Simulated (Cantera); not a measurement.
Equilibrium for silicon etching in halogen gases: Si + HF + Cl2

Feed: 1 mol Si, 2.3 mol HF, 4.6 mol Cl2, equilibrated at 10.0 mbar.

Equilibrium computed with Cantera from the NASA thermochemical tables; the gas is ideal and each condensed phase is pure. Candidate condensed phases: Si; 37 gas species. The tables' values for SiCl3, SiF3 are old estimates; treat these amounts as uncertain. Rates play no part.

```
T (K)  log p Cl2  log p HCl  log p Cl  log p SiF4  log p SiCl4
-----  ---------  ---------  --------  ----------  -----------
1050       -2.36      -2.41     -4.28       -3.01        -3.14
1100       -2.36      -2.41     -4.00       -3.01        -3.14
1150       -2.37      -2.41     -3.75       -3.02        -3.14
1200       -2.38      -2.42     -3.51       -3.02        -3.15
1250       -2.39      -2.42     -3.30       -3.02        -3.15
1300       -2.41      -2.43     -3.11       -3.03        -3.16
1350       -2.45      -2.44     -2.94       -3.04        -3.16
1400       -2.49      -2.45     -2.79       -3.05        -3.17
1450       -2.55      -2.46     -2.66       -3.07        -3.19
1500       -2.63      -2.48     -2.55       -3.08        -3.20
1550       -2.73      -2.50     -2.45       -3.10        -3.22
```
log p: log10 of the partial pressure in bar; nothing condenses.

From 1050 K to 1550 K nothing is condensed. The main Si-bearing gas is SiF4 throughout.
